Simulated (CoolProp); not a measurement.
The fluid at 293.15 K and 0.0301 MPa is compressed adiabatically to 0.0877 MPa with isentropic efficiency 1. The same conditions are run with several fluids, on thermodynamics alone (safety and materials aside).

The numbers come from the reference Helmholtz-energy equation of state of each fluid (R11: Jacobsen 1992; n-perfluorobutane: Gao 2022; hydrogen chloride: Thol 2018; R507A: Lemmon 2003; neopentane: Lemmon 2006) in CoolProp. Blends and air are pseudo-pure fits.

```
fluid              work (kJ/kg)  final temperature (K)  final density (kg/m³)
-----------------  ------------  ---------------------  ---------------------
R11                        19.8                  328.3                   4.51
n-perfluorobutane          11.0                  306.6                   8.42
hydrogen chloride          83.4                  397.8                  0.969
R507A                      27.6                  325.2                   3.24
neopentane                 36.8                  315.8                   2.47
```
